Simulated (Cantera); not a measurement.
Input (Python, Cantera):

```python
import numpy as np
import cantera as ct

gas = ct.Solution("gri30.yaml")
gas.TPX = 1773, 2100000, {'CH4': 1, 'O2': 2.41, 'N2': 9.06, 'CO2': 0.015}
reactor = ct.IdealGasConstPressureReactor(gas, energy="on", clone=False)
net = ct.ReactorNet([reactor])
net.rtol, net.atol = 1e-08, 1e-16
show = ['CH4', 'O2', 'NO', 'H2O2', 'H', 'HO2', 'HCO']
times = np.geomspace(4e-06, 7, 13)

steps = ct.SolutionArray(gas, extra=["t"])
rows = []
print(f"{'t/s':>10s}{'T/K':>9s}{'P/Pa':>11s}" + "".join(f"{s:>11s}" for s in show))
for t in times:
    while net.time < t:
        t_next = net.step()
        steps.append(gas.state, t=t_next)
    rows.append([np.interp(t, steps.t, y) for y in (steps.T, steps.P, *steps(*show).X.T)])
    print(f"{t:10.3e}{rows[-1][0]:9.1f}{rows[-1][1]:11.4g}" + "".join(f"{x:11.3e}" for x in rows[-1][2:]))
rate = np.gradient(steps.T, steps.t)
print("integrator steps:", len(steps.t))
if steps.T.max() > steps.T[0] + 200:
    print(f"time of steepest temperature rise: {steps.t[rate.argmax()]:.4e} s")
gas.TPX = 1773, 2100000, {'CH4': 1, 'O2': 2.41, 'N2': 9.06, 'CO2': 0.015}
gas.equilibrate("HP")
print(f"equilibrium (HP): T = {gas.T:.1f} K  " + "  ".join(f"{s} {gas[s].X[0]:.3e}" for s in show))
```

It prints:

```
       t/s      T/K       P/Pa        CH4         O2         NO       H2O2          H        HO2        HCO
 4.000e-06   1776.7    2.1e+06  7.804e-02  1.919e-01  6.497e-11  2.278e-06  3.391e-06  6.247e-05  2.487e-07
 1.325e-05   2987.0    2.1e+06  1.439e-14  4.040e-02  6.112e-04  2.099e-06  3.326e-03  3.094e-05  1.219e-07
 4.391e-05   2999.8    2.1e+06  1.327e-14  3.658e-02  7.190e-03  2.100e-06  2.930e-03  2.872e-05  1.029e-07
 1.455e-04   2987.3    2.1e+06  1.417e-14  3.290e-02  1.563e-02  1.961e-06  2.837e-03  2.598e-05  1.015e-07
 4.820e-04   2984.7    2.1e+06  1.437e-14  3.216e-02  1.734e-02  1.933e-06  2.818e-03  2.542e-05  1.012e-07
 1.597e-03   2984.7    2.1e+06  1.437e-14  3.216e-02  1.735e-02  1.933e-06  2.818e-03  2.542e-05  1.012e-07
 5.292e-03   2984.7    2.1e+06  1.437e-14  3.216e-02  1.735e-02  1.933e-06  2.818e-03  2.542e-05  1.012e-07
 1.753e-02   2984.7    2.1e+06  1.437e-14  3.216e-02  1.735e-02  1.933e-06  2.818e-03  2.542e-05  1.012e-07
 5.809e-02   2984.7    2.1e+06  1.437e-14  3.216e-02  1.735e-02  1.933e-06  2.818e-03  2.542e-05  1.012e-07
 1.925e-01   2984.7    2.1e+06  1.437e-14  3.216e-02  1.735e-02  1.933e-06  2.818e-03  2.542e-05  1.012e-07
 6.377e-01   2984.7    2.1e+06  1.437e-14  3.216e-02  1.735e-02  1.933e-06  2.818e-03  2.542e-05  1.012e-07
 2.113e+00   2984.7    2.1e+06  1.437e-14  3.216e-02  1.735e-02  1.933e-06  2.818e-03  2.542e-05  1.012e-07
 7.000e+00   2984.7    2.1e+06  1.437e-14  3.216e-02  1.735e-02  1.933e-06  2.818e-03  2.542e-05  1.012e-07
integrator steps: 1760
time of steepest temperature rise: 1.0700e-05 s
equilibrium (HP): T = 2984.7 K  CH4 1.869e-14  O2 3.216e-02  NO 1.735e-02  H2O2 1.933e-06  H 2.818e-03  HO2 2.542e-05  HCO 1.012e-07
```

Detailed kinetics in Cantera: GRI-Mech 3.0 (53 species, 325 reactions). The pressure lies above the range GRI-Mech 3.0 was tuned for (to about 10 atm).
